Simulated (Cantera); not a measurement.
A closed system holds: 1 mol SiH2Cl2, 5.1 mol N2, 0.11 mol HCl, at 240 Pa.

Cantera equilibrium calculation (NASA polynomials, part measured and part estimated; ideal gas, pure solids and liquids). Candidate condensed phases: NH4Cl, Si, Si3N4; 28 gas species. N2 is the only nitrogen source here; it is nearly inert below about 1500 K, so the nitride shown seldom forms there in practice. Kinetics and transport are ignored.

Over these rows the condensed part is Si3N4(s). Partial pressures as log10 of bar:

| T (K) | 1000/T (1/K) | log p SiCl4 | log p N2 | log p HCl | log p H2 | log p SiCl2 |
|---|---|---|---|---|---|---|
| 1450 | 0.6897 | -5.24 | -2.78 | -3.40 | -3.77 | -3.86 |
| 1500 | 0.6667 | -5.69 | -2.78 | -3.47 | -3.71 | -3.75 |
| 1550 | 0.6452 | ? | -2.78 | -3.55 | -3.65 | -3.68 |
| 1600 | 0.6250 | -6.62 | -2.77 | -3.64 | -3.61 | -3.62 |
| 1650 | 0.6061 | -7.09 | -2.77 | -3.73 | -3.58 | -3.59 |
| 1700 | 0.5882 | -7.54 | -2.77 | -3.82 | -3.55 | -3.56 |

Problem. Fit log p(SiCl4) = a + b·(1000/T) to the five rows, give the apparent enthalpy, and predict the row at 1550 K.

Solution. Means: 1000/T = 0.6351, log p = -6.436. Sxy = 0.161477, Sxx = 0.0071223, so b = 22.67 and a = -6.436 − (22.67)×0.6351 = -20.83.
Apparent enthalpy: −19.145 × (22.67) = -434 kJ/mol. With the condensed phases at unit activity, 2/3 N2(g) + 2 SiCl2(g) = SiCl4(g) + 1/3 Si3N4(s) links this pressure to the main gases: over the six rows their terms move log p by +0.61 in all, so the slope isn't that reaction's ΔH° alone. The five rows lie within 0.05 of the line.
Prediction at 1550 K: -20.83 + (22.67)×0.6452 = -6.20. The computed value is -6.15, 0.05 from the line.
